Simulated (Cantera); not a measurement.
Input: 1 mol FeS2, 0.7 mol H2, 0.067 mol H2O, at 0.110 bar.

Equilibrium computed with Cantera from the NASA thermochemical tables; the gas is ideal and each condensed phase is pure. Candidate condensed phases: Fe, FeO, Fe(OH)2, Fe(OH)3, FeS, FeSO4, FeS2, Fe2O3, Fe2(SO4)3, Fe3O4, H2O, H2SO4, S; 22 gas species. FeS: taken at fixed stoichiometry. The numbers say what is thermodynamically allowed, not how fast it happens.

x: gas mole fraction; n: condensed amount in mol.

```
T (K)   x H2   x S2   x H2S   x H2O     x SH  n FeS(l)
-----  -----  -----  ------  ------  -------  --------
1573   0.404  0.330   0.200  0.0576  0.00780      1.00
1623   0.424  0.337       ?  0.0566        ?     1.000
1673   0.441  0.343   0.147  0.0557   0.0117     1.000
1723   0.455  0.348   0.126  0.0549   0.0139     1.000
1773   0.466  0.352       ?  0.0540        ?     1.000
1823   0.475  0.354  0.0940  0.0531   0.0190     1.000
1873   0.483  0.355  0.0816  0.0521   0.0219     1.000
1923   0.489  0.356  0.0710  0.0510   0.0249     1.000
1973   0.493  0.355  0.0620  0.0498   0.0281     0.999
2023   0.496  0.354  0.0543  0.0484   0.0315     0.998
```

Question: Fill in the missing entries.

Answer: 
- 1773, x H2S: 0.109
- 1773, x SH: 0.0164
- 1623, x H2S: 0.171
- 1623, x SH: 0.00962
